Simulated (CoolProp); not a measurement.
Model: reference Helmholtz-energy equation of state, Lemmon 2016, in CoolProp.

Task: Give the vapour pressure (MPa), enthalpy of vaporisation (kJ/kg), liquid cp (kJ/(kg K)), vapour Z of saturated R365MFC at 340.4 K.

Result: 
```csv
T (K),p (MPa),enthalpy of vaporisation (kJ/kg),liquid cp (kJ/(kg K)),vapour Z
340.4,0.245,174,1.47,0.915
```
